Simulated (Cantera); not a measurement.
Feed: 1 mol CaF2, 250 mol H2, 0.059 mol O2, held at 1825 K and 10000 Pa.

Cantera equilibrium calculation (NASA polynomials, part measured and part estimated; ideal gas, pure solids and liquids). Candidate condensed phases: Ca, CaF2, CaO, Ca(OH)2, H2O; 29 gas species. Equilibrium is a limit: real reactors are often held back by kinetics, nucleation or transport.

Base state: H2 0.993, CaF2 0.00254, HF 0.00221, H 0.00139, CaF 0.000654, Ca 0.000428, H2O 0.000117 (mole fractions); condensed: CaO(s).

### Question
What changes in the equilibrium state with this change: temperature from 1825 K to 1448.15 K?

### Answer
```
species         before     after
------------  --------  --------
H2               0.993     0.999
HF             0.00221  0.000498
H2O           0.000117  0.000223
CaF2           0.00254   6.93e-6
Ca            0.000428   2.05e-8
CaF           0.000654   1.44e-7
H              0.00139   2.92e-5
CaO(s), mol     0.0882    0.0622
CaF2(s), mol         0     0.936
```
Mutual solubility and eutectic melting of coexisting phases are not modelled.

### Question
What changes in the equilibrium state with this change: pressure from 10000 Pa to 1800 Pa?

### Answer
```json
[
 {"species": "H2", "before": "0.993", "after": "0.990"},
 {"species": "H", "before": "0.00139", "after": "0.00327"},
 {"species": "HF", "before": "0.00221", "after": "0.00310"},
 {"species": "CaF2", "before": "0.00254", "after": "0.00199"},
 {"species": "H2O", "before": "0.000117", "after": "0.000294"},
 {"species": "Ca", "before": "0.000428", "after": "0.000945"},
 {"species": "CaF", "before": "0.000654", "after": "0.000860"},
 {"species": "CaO(s), mol", "before": "0.0882", "after": "0.0433"}
]
```

### Question
What changes in the equilibrium state with this change: CaF2 replaced by CuF2?

### Answer
| species | before | after |
|---|---|---|
| H2 | 0.993 | 0.986 |
| HF | 0.00221 | 0.00793 |
| Cu | 0 | 0.00395 |
| CaF2 | 0.00254 | 0 |
| CaF | 0.000654 | 0 |
| Ca | 0.000428 | 0 |
| CaO(s), mol | 0.0882 | 0 |
Further candidate phases: Cu, CuF2, CuO, Cu(OH)2, Cu2O.
